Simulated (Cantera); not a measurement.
An isothermal, constant-pressure homogeneous reactor starts with 50.3 % CH4, 24.1 % CO2, 25.6 % H2, at 1598 K and 500000 Pa.

Model: GRI-Mech 3.0 (53 species, 325 reactions), integrated in Cantera. GRI-Mech 3.0 stops at C3 and has no aromatics, soot or wall deposition, so with more carbon than oxygen in the feed, carbon stays in small species such as C2H2 where larger ones or solid carbon would form.

x: mole fraction; the columns are a selection and need not sum to one.

```csv
t (s),x CH4,x CO2,x H2,x H2O2,x OH,x C2H4
2.00e-6,0.502,0.241,0.256,<1e-12,[?],4.80e-9
1.75e-5,0.502,0.241,0.256,<1e-12,[?],3.02e-6
0.000154,0.501,0.241,0.257,<1e-12,[?],0.000226
0.00135,0.484,0.235,0.265,<1e-12,[?],0.00463
0.0118,0.366,0.185,0.329,<1e-12,[?],0.0116
0.104,0.144,0.0333,0.398,<1e-12,[?],0.0218
0.910,0.127,0.0157,0.454,<1e-12,[?],0.0176
7.98,0.109,0.00288,0.539,<1e-12,[?],0.00928
70.0,0.102,3.68e-6,0.559,<1e-12,2.50e-11,0.00763
```

### Question
Some entries are withheld; supply them.

### Answer

- 2.00e-6, x OH: 2.06e-9
- 1.75e-5, x OH: 1.17e-8
- 0.000154, x OH: 1.84e-8
- 0.00135, x OH: 2.62e-8
- 0.0118, x OH: 6.28e-8
- 0.104, x OH: 2.11e-7
- 0.910, x OH: 1.33e-7
- 7.98, x OH: 2.01e-8
